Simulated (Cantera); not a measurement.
A perfectly stirred reactor is fed with C2H6 : N2 = 1 : 140 (molar parts), at 1.00 bar; it is held at 1625 K, and followed from long to short residence time.

Detailed kinetics in Cantera: GRI-Mech 3.0 (53 species, 325 reactions). GRI-Mech 3.0 stops at C3 and has no aromatics, soot or wall deposition, so with more carbon than oxygen in the feed, carbon stays in small species such as C2H2 where larger ones or solid carbon would form.

**Question.** What does this change do: pressure from 1.00 bar to 0.000240 bar?

**Answer.** 
| quantity | before | after |
|---|---|---|
| x(C2H6) at τ = 1.20 s | 2.41e-6 | 0.000261 |
| x(CH3) at τ = 1.20 s | 2.50e-5 | 0.00126 |
| x(C2H2) at τ = 1.20 s | 0.00626 | 0.00449 |
| x(CH2) at τ = 1.20 s | 1.99e-8 | 1.19e-5 |
| x(CH4) at τ = 1.20 s | 0.00141 | 0.00105 |
| x(C2H6) at τ = 24.0 ms | 6.08e-5 | 0.00528 |
| x(CH3) at τ = 24.0 ms | 0.000118 | 0.00239 |
| x(C2H2) at τ = 24.0 ms | 0.00559 | 1.73e-5 |
| x(CH2) at τ = 24.0 ms | 2.51e-7 | 6.17e-6 |
| x(CH4) at τ = 24.0 ms | 0.00207 | 7.08e-5 |
Radical loss at walls, strong at low pressure, is not modelled.

**Question.** What does this change do: temperature 1625 to 1675 K?

**Answer.** 
```csv
quantity,before,after
x(C2H6) at τ = 1.20 s,2.41e-6,1.23e-6
x(CH3) at τ = 1.20 s,2.50e-5,2.61e-5
x(C2H2) at τ = 1.20 s,0.00626,0.00647
x(CH2) at τ = 1.20 s,1.99e-8,3.25e-8
x(CH4) at τ = 1.20 s,0.00141,0.000995
x(C2H6) at τ = 24.0 ms,6.08e-5,3.67e-5
x(CH3) at τ = 24.0 ms,0.000118,0.000134
x(C2H2) at τ = 24.0 ms,0.00559,0.00579
x(CH2) at τ = 24.0 ms,2.51e-7,3.79e-7
x(CH4) at τ = 24.0 ms,0.00207,0.00188
```
